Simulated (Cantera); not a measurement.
# Premixed flame

A freely propagating, adiabatic, planar premixed flame of 6.48 % CH₄, 19.6 % O₂, 73.9 % N₂, equivalence ratio 0.66, unburnt at 575 K and 4.93 atm; mixture-averaged transport, grid criteria slope 0.08 and curve 0.16, no radiation.

Model: GRI-Mech 3.0 (53 species, 325 reactions), integrated in Cantera. Burning velocities carry a grid error of a few per cent, more on coarse grids.

```
z (mm)   T (K)  u (m/s)     x CH₄    x O₂       x O    x HCO    x C₂H₄       x H
-------  -----  -------  --------  ------  --------  -------  --------  --------
-0.491     577    0.333    0.0646   0.196     <1e-8    <1e-8   2.69e-7     <1e-8
-0.327     587    0.339    0.0639   0.195     <1e-8    <1e-8   1.75e-6     <1e-8
-0.245     615    0.355    0.0622   0.193     <1e-8    <1e-8   7.70e-6     <1e-8
-0.164     715    0.414    0.0563   0.185     <1e-8    <1e-8   3.74e-5     <1e-8
-0.0818   1065    0.620    0.0367   0.154   1.02e-6  6.29e-8  0.000195   2.78e-6
-0.0409   1381    0.807    0.0190   0.123   2.34e-5  1.63e-6  0.000329   4.26e-5
0         1698    0.992   0.00334  0.0894  0.000372  7.50e-6  0.000130  0.000344
0.0409    1836     1.07  0.000102  0.0743   0.00111  9.72e-7   2.04e-6  0.000471
0.0818    1893     1.10   2.10e-6  0.0702   0.00100  2.57e-8   1.49e-8  0.000323
0.164     1943     1.12     <1e-8  0.0679  0.000535    <1e-8     <1e-8  0.000120
0.327     1970     1.14     <1e-8  0.0671  0.000194    <1e-8     <1e-8   2.55e-5
0.654     1979     1.14     <1e-8  0.0670   8.26e-5    <1e-8     <1e-8   6.70e-6
1.31      1980     1.14     <1e-8  0.0670   6.75e-5    <1e-8     <1e-8   4.85e-6
```
x: mole fraction of selected species; z is measured from the peak of heat release.

| Quantity | Value |
|---|---|
| laminar burning velocity | 33.1 cm/s |
| thermal thickness | 0.164 mm |
| peak x(O) | 0.00114 |
| peak x(HCO) | 7.51e-6 |
| peak x(C₂H₄) | 0.000334 |
| peak x(H) | 0.000488 |
